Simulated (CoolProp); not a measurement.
Sulfur hexafluoride at several states: fugacity coefficient from the reference equation and from simpler models built on Tc = 45.6 °C, pc = 3.755 MPa, ω = 0.210; each cubic takes its own stable root.

Computed with CoolProp (reference Helmholtz-energy equation of state, Guder 2009).

| T (°C) | p (MPa) | phase | reference | Soave-Redlich-Kwong | Peng-Robinson |
|---|---|---|---|---|---|
| 311.65 | 4.75 | supercritical | 0.9711 | 0.9818 | 0.9618 |
| 70.25 | 0.578 | gas | 0.9602 | (withheld) | (withheld) |
| 316.95 | 10.7 | supercritical | 0.9519 | (withheld) | (withheld) |
| 107.25 | 0.0979 | gas | 0.9952 | 0.9952 | 0.9944 |

### Question
Fill in the missing entries.

### Answer

- 70.25, Soave-Redlich-Kwong: 0.9595
- 70.25, Peng-Robinson: 0.9543
- 316.95, Soave-Redlich-Kwong: 0.9750
- 316.95, Peng-Robinson: 0.9353
